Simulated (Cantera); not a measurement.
Feed: 1 mol MgF2, 0.53 mol HF, 10 mol H2, at 823.15 K and 2.60e-5 bar.

Equilibrium computed with Cantera from the NASA thermochemical tables; the gas is ideal and each condensed phase is pure. Candidate condensed phases: Mg, MgF2; 17 gas species. Rates play no part.

Base state: H2 0.950, HF 0.0503 (mole fractions); condensed: MgF2(s).

**Question.** What changes in the equilibrium state with this change: 0.059 mol O2 added?

**Answer.** 
```json
[
 {"species": "H2", "before": "0.950", "after": "0.938"},
 {"species": "HF", "before": "0.0503", "after": "0.0503"},
 {"species": "H2O", "before": "0", "after": "0.0112"},
 {"species": "MgF2(s), mol", "before": "1.00", "after": "1.00"}
]
```
Further candidate phases: H2O, MgO, Mg(OH)2.
